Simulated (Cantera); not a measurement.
Cantera run, input and output.

```python
import numpy as np
import cantera as ct

surf = ct.Interface("diamond.yaml", "diamond_100")
gas, bulk = surf.adjacent["gas"], surf.adjacent["diamond"]
k = surf.kinetics_species_index(bulk.species_names[0])
cover = ["c6HH", "c6H*", "c6*H", "c6**", "c6HM", "c6B"]

rows, drift = [], 0.0
print(f"{'xCH3':>10s}{'um/h':>11s}" + "".join(f"{s:>11s}" for s in cover))
for v in [1e-06, 2.3e-06, 5.3e-06, 1.2e-05, 2.8e-05, 6.4e-05, 0.00015, 0.00034, 0.00077]:
    T, P, xH, xCH3 = 1300, 16000, 0.001, v
    gas.TPX = T, P, {"H": xH, "CH3": xCH3, "CH4": 0.0054, "H2": 1 - xH - xCH3 - 0.0054}
    surf.TP = bulk.TP = T, P
    surf.coverages = "c6H*:0.1, c6HH:0.9"
    surf.advance_coverages(100.0)
    before = surf.coverages
    surf.advance_coverages(100.0)
    drift = max(drift, np.max(np.abs(surf.coverages - before) / (surf.coverages + 1e-9)))
    rate = surf.net_production_rates[k] * bulk.mean_molecular_weight / bulk.density * 3.6e9
    rows.append([rate, *surf[cover].coverages])
    print(f"{v:10.4g}{rate:11.4e}" + "".join(f"{x:11.3e}" for x in rows[-1][1:]))
```

Result:

```
      xCH3       um/h       c6HH       c6H*       c6*H       c6**       c6HM        c6B
     1e-06 2.0711e-02  4.263e-01  4.665e-02  4.982e-01  2.884e-02  6.287e-06  5.620e-11
   2.3e-06 4.7626e-02  4.263e-01  4.665e-02  4.982e-01  2.884e-02  1.446e-05  1.292e-10
   5.3e-06 1.0970e-01  4.262e-01  4.665e-02  4.982e-01  2.882e-02  3.331e-05  2.977e-10
   1.2e-05 2.4815e-01  4.262e-01  4.664e-02  4.981e-01  2.879e-02  7.539e-05  6.734e-10
   2.8e-05 5.7776e-01  4.261e-01  4.663e-02  4.979e-01  2.871e-02  1.757e-04  1.568e-09
   6.4e-05 1.3141e+00  4.259e-01  4.660e-02  4.976e-01  2.854e-02  4.007e-04  3.566e-09
   0.00015 3.0445e+00  4.254e-01  4.652e-02  4.968e-01  2.814e-02  9.340e-04  8.262e-09
   0.00034 6.7310e+00  4.243e-01  4.635e-02  4.950e-01  2.728e-02  2.092e-03  1.826e-08
   0.00077 1.4450e+01  4.220e-01  4.600e-02  4.912e-01  2.552e-02  4.619e-03  3.921e-08
```

Detailed kinetics in Cantera: the Harris–Goodwin 1993 mechanism for the reconstructed diamond (100) surface.
